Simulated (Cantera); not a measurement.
A freely propagating, adiabatic, planar premixed flame of 39.8 % H2, 11.8 % O2, 48.4 % N2, equivalence ratio 1.7, unburnt at 425 K and 760 Torr; mixture-averaged transport, grid criteria slope 0.08 and curve 0.16, no radiation.

Cantera simulation using the H2/O2 subset of GRI-Mech 3.0, which has no nitrogen chemistry; the numbers are that mechanism's predictions, not measurements. Burning velocities carry a grid error of a few per cent, more on coarse grids.

Task: Predict: laminar burning velocity; thermal thickness; peak x(H); peak x(O); peak x(OH).

Result: 
- laminar burning velocity = 486 cm/s
- thermal thickness = 0.383 mm
- peak x(H) = 0.0764
- peak x(O) = 0.00450
- peak x(OH) = 0.00592
